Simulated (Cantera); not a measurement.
Charge: 1 mol H2O, 2 mol O2, held at 750 K and 110 bar.

Method: chemical equilibrium by Gibbs-energy minimisation in Cantera with the NASA 1993 tables (ideal gas, pure condensed phases). Candidate condensed phases: H2O; 9 gas species. The ideal-gas law is rough above about 30 bar. Equilibrium is a limit: real reactors are often held back by kinetics, nucleation or transport.

Base state: O2 0.667, H2O 0.333 (mole fractions); condensed: gas only.

Problem. What changes in the equilibrium state with this change: 0.22 mol CH4 added?

Solution. 
```tsv
species	before	after
O2	0.667	0.484
H2O	0.333	0.447
CO2	0	0.0683
```
Further candidate phases: C, C6H6, C7H8, C8H18.
